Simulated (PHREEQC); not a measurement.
Solution (60 °C): 0.077 mol/kgw KNO3. Closed to the air; pH follows from the charge balance.

All values are PHREEQC results (ion-association model, phreeqc.dat), not measurements.

```csv
quantity,before,after
pH,6.49,7.16
ionic strength (mol/kgw),0.0770,0.0770
```

Q: What was changed between the two runs?
A) temperature from 60 to 55 °C
B) temperature from 60 to 90 °C
C) KNO3 from 0.077 to 0.0077 mol/kgw
D) temperature from 60 to 15 °C
E) KNO3 from 0.077 to 0.385 mol/kgw

A: D, temperature from 60 to 15 °C

This is a speciation only: nothing precipitates in the calculation. At this temperature some constants are extrapolated from 25 °C, and those without enthalpy data are left unchanged.
